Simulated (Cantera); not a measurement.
Feed: 1 mol Si, 15 mol HCl, equilibrated at 1325 K and 10.0 mbar.

Equilibrium computed with Cantera from the NASA thermochemical tables; the gas is ideal and each condensed phase is pure. The tables' values for SiCl₃ are old estimates; treat these amounts as uncertain. The numbers say what is thermodynamically allowed, not how fast it happens.

```tsv
species	before	after
HCl	0.793	0.856
H₂	0.136	0.0760
SiCl₂	0.00303	0.0552
SiCl₄	0.0616	0.00489
Cl	2.95e-5	0.000928
SiHCl₃	0.000538	2.22e-5
H	6.02e-6	9.84e-5
SiCl₃	0.00586	0.00705
```
Gas species are given as mole fractions.

Which change was made?
A. temperature from 1325 K to 948.15 K
B. HCl from 15 to 9.1 mol
C. temperature from 1325 K to 450 K
D. pressure from 10.0 mbar to 2.10 Pa

D, pressure from 10.0 mbar to 2.10 Pa
